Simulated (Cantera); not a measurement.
Input: 1 mol Pb, a varied amount of H2, held at 1325 °C and 3.70 mbar.

Equilibrium computed with Cantera from the NASA thermochemical tables; the gas is ideal and each condensed phase is pure. Candidate condensed phases: Pb; 4 gas species. Rates play no part.

x: gas mole fraction; nothing condenses.

```csv
n(H2) (mol),x H2,x Pb,x H,x Pb2
0.16,0.138,0.862,0.000325,3.46e-5
0.28,0.219,0.781,0.000409,2.84e-5
0.47,0.319,0.680,0.000495,2.16e-5
0.81,?,?,?,?
1.4,0.583,0.417,0.000668,8.09e-6
2.4,0.705,0.294,0.000735,4.03e-6
4.1,?,?,0.000784,?
6.9,0.873,0.127,0.000817,7.47e-7
```

Problem. Complete the blanks.

Solution. 
- 0.81, x H2: 0.447
- 0.81, x Pb: 0.552
- 0.81, x H: 0.000585
- 0.81, x Pb2: 1.42e-5
- 4.1, x H2: 0.803
- 4.1, x Pb: 0.196
- 4.1, x Pb2: 1.79e-6
